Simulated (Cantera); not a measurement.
Stirred combustor or abatement burner

A perfectly stirred reactor is fed with CH4 : O2 : N2 : H2 = 1 : 1.67 : 6.27 : 0.13 (molar parts), equivalence ratio 1.2, at 0.250 bar; it is adiabatic with a 675 K inlet, and is followed from long to short residence time, starting on the burning branch (τ in s: 0.21, 0.097, 0.045, 0.021, 0.0097, 0.0045, 0.0021, 0.00097, 0.00045, 0.00021, 9.7e-05, 4.5e-05).

Model: GRI-Mech 3.0 (53 species, 325 reactions), integrated in Cantera.

```json
[
 {"τ (s)": "0.21", "T (K)": "2310", "x CH4": "3.38e-6", "x O2": "0.00124", "x CH2O": "4.12e-7", "x C2H6": "<1e-12", "x CH2CO": "1.35e-9", "x CH3": "2.99e-6"},
 {"τ (s)": "0.097", "T (K)": "2295", "x CH4": "6.02e-6", "x O2": "0.00162", "x CH2O": "7.45e-7", "x C2H6": "3.07e-12", "x CH2CO": "2.26e-9", "x CH3": "5.25e-6"},
 {"τ (s)": "0.045", "T (K)": "2271", "x CH4": "1.04e-5", "x O2": "0.00221", "x CH2O": "1.29e-6", "x C2H6": "8.77e-12", "x CH2CO": "3.56e-9", "x CH3": "8.80e-6"},
 {"τ (s)": "0.021", "T (K)": "2240", "x CH4": "1.80e-5", "x O2": "0.00302", "x CH2O": "2.21e-6", "x C2H6": "2.46e-11", "x CH2CO": "5.61e-9", "x CH3": "1.45e-5"},
 {"τ (s)": "0.0097", "T (K)": "2203", "x CH4": "3.23e-5", "x O2": "0.00406", "x CH2O": "3.85e-6", "x C2H6": "7.41e-11", "x CH2CO": "9.63e-9", "x CH3": "2.46e-5"},
 {"τ (s)": "0.0045", "T (K)": "2163", "x CH4": "6.03e-5", "x O2": "0.00524", "x CH2O": "6.95e-6", "x C2H6": "2.46e-10", "x CH2CO": "1.94e-8", "x CH3": "4.32e-5"},
 {"τ (s)": "0.0021", "T (K)": "2126", "x CH4": "0.000118", "x O2": "0.00655", "x CH2O": "1.32e-5", "x C2H6": "9.18e-10", "x CH2CO": "4.83e-8", "x CH3": "7.98e-5"},
 {"τ (s)": "0.00097", "T (K)": "2092", "x CH4": "0.000248", "x O2": "0.00825", "x CH2O": "2.67e-5", "x C2H6": "4.08e-9", "x CH2CO": "1.55e-7", "x CH3": "0.000159"},
 {"τ (s)": "0.00045", "T (K)": "2057", "x CH4": "0.000559", "x O2": "0.0111", "x CH2O": "5.80e-5", "x C2H6": "2.24e-8", "x CH2CO": "6.32e-7", "x CH3": "0.000339"},
 {"τ (s)": "0.00021", "T (K)": "2001", "x CH4": "0.00148", "x O2": "0.0176", "x CH2O": "0.000142", "x C2H6": "1.99e-7", "x CH2CO": "3.55e-6", "x CH3": "0.000823"},
 {"τ (s)": "9.7e-5", "T (K)": "675", "x CH4": "0.110", "x O2": "0.184", "x CH2O": "<1e-12", "x C2H6": "<1e-12", "x CH2CO": "<1e-12", "x CH3": "<1e-12"},
 {"τ (s)": "4.5e-5", "T (K)": "675", "x CH4": "0.110", "x O2": "0.184", "x CH2O": "<1e-12", "x C2H6": "<1e-12", "x CH2CO": "<1e-12", "x CH3": "<1e-12"}
]
```
x: mole fraction; the columns are a selection and need not sum to one.
